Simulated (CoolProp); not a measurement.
Vapour-liquid equilibrium of CHF3 (R23) (1) + R125 (2) at 261.2 K; x and y are mole fractions of (1).

Model: multi-fluid Helmholtz-energy mixture model, Penoncello 2003 and Lemmon 2005; pair parameters Bell 2016, in CoolProp.

| x | bubble pressure, mixture model (kPa) | bubble pressure, Raoult's law (kPa) | y, mixture model | y, Raoult's law |
|---|---|---|---|---|
| 0.05 | 506.1 | 517.6 | 0.139 | 0.172 |
| 0.15 | 621.5 | 650.6 | 0.352 | 0.411 |
| 0.25 | 742.7 | 783.5 | 0.505 | 0.568 |
| 0.35 | 868.4 | 916.5 | 0.620 | 0.680 |
| 0.45 | 997.7 | 1050 | 0.709 | 0.764 |
| 0.55 | 1130 | 1183 | 0.781 | 0.828 |
| 0.65 | 1266 | 1316 | 0.841 | 0.880 |
| 0.75 | 1406 | 1449 | 0.892 | 0.922 |
| 0.85 | 1551 | 1582 | 0.938 | 0.957 |
| 0.95 | 1702 | 1714 | 0.980 | 0.987 |

The largest gap from Raoult's law is -5.2 % in bubble pressure, at x = 0.35. No azeotrope shows between x = 0.05 and 0.95.

Pair parameters are fitted to limited data, so mixtures are less certain than the pure fluids.
